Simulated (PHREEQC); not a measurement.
Dissolve 0.0036 mol NH4HF2, 0.014 mol H2SiF6, 0.0003 mol HBF4 and 0.14 mol H2SO4 per kg of water at 56 °C. Closed to the air; pH follows from the charge balance.

Model: ion-association model, phreeqc.dat, run in PHREEQC.

Each row changes one thing in this solution. No solid was allowed to form.

```json
[
 {"case": "as made", "pH": "0.87", "ionic strength (mol/kgw)": "0.200", "HSO4- (mol/kgw)": "0.128", "HF (mol/kgw)": "0.0203", "SO4-2 (mol/kgw)": "0.0122", "SiF6-2 (mol/kgw)": "0.0118", "SI of SiO2(a) (SiO2)": "-0.16"},
 {"case": "diluted 5-fold with water", "pH": "1.51", "ionic strength (mol/kgw)": "0.0444", "HSO4- (mol/kgw)": "0.0218", "HF (mol/kgw)": "0.0103", "SO4-2 (mol/kgw)": "0.00614", "SiF6-2 (mol/kgw)": "0.00131", "SI of SiO2(a) (SiO2)": "-0.34"},
 {"case": "0.058 mol/kgw HF added", "pH": "0.86", "ionic strength (mol/kgw)": "0.207", "HSO4- (mol/kgw)": "0.128", "HF (mol/kgw)": "0.0648", "SO4-2 (mol/kgw)": "0.0120", "SiF6-2 (mol/kgw)": "0.0140", "SI of SiO2(a) (SiO2)": "-3.11"},
 {"case": "NH4HF2 from 0.0036 to 0.036 mol/kgw", "pH": "0.93", "ionic strength (mol/kgw)": "0.211", "HSO4- (mol/kgw)": "0.124", "HF (mol/kgw)": "0.0714", "SO4-2 (mol/kgw)": "0.0141", "SiF6-2 (mol/kgw)": "0.0140", "SI of SiO2(a) (SiO2)": "-3.52"},
 {"case": "HBF4 from 0.0003 to 3e-05 mol/kgw", "pH": "0.87", "ionic strength (mol/kgw)": "0.200", "HSO4- (mol/kgw)": "0.128", "HF (mol/kgw)": "0.0202", "SO4-2 (mol/kgw)": "0.0122", "SiF6-2 (mol/kgw)": "0.0118", "SI of SiO2(a) (SiO2)": "-0.16"}
]
```

Some of these states are supersaturated (in Quartz (slow to form), Chalcedony (slow to form), for instance). Constants without temperature data keep their 25 °C values here. SiF6-2 is the database's only silicon fluoride. Real BF4- forms and hydrolyses slowly; the run takes it at equilibrium.
